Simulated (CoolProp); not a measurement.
Vapour-liquid equilibrium of R143a (1) + dimethyl ether (2) at 0.263 MPa; x and y are mole fractions of (1).

Model: multi-fluid Helmholtz-energy mixture model, Lemmon and Jacobsen 2000 and Wu 2011; pair parameters Bell 2016, in CoolProp.

```
x     bubble temperature, mixture model (°C)  bubble temperature, Raoult's law (°C)  y, mixture model  y, Raoult's law
----  --------------------------------------  -------------------------------------  ----------------  ---------------
0.05                                    -2.6                                   -2.2             0.116            0.110
0.2                                     -8.2                                   -7.2             0.380            0.374
0.35                                   -12.6                                  -11.5               ___            0.568
0.5                                      ___                                  -15.2             0.697            0.713
0.65                                     ___                                  -18.5               ___            0.824
0.8                                      ___                                  -21.4             0.895            0.911
0.95                                   -24.1                                  -24.0               ___            0.980
```

Problem. Complete the blanks.

Solution. 
- 0.35, y, mixture model: 0.562
- 0.5, bubble temperature, mixture model (°C): -16.1
- 0.65, bubble temperature, mixture model (°C): -19.1
- 0.65, y, mixture model: 0.805
- 0.8, bubble temperature, mixture model (°C): -21.7
- 0.95, y, mixture model: 0.975

The largest gap from Raoult's law is -1.1 K in bubble temperature, at x = 0.35. No azeotrope shows between x = 0.05 and 0.95.

Pair parameters are fitted to limited data, so mixtures are less certain than the pure fluids.
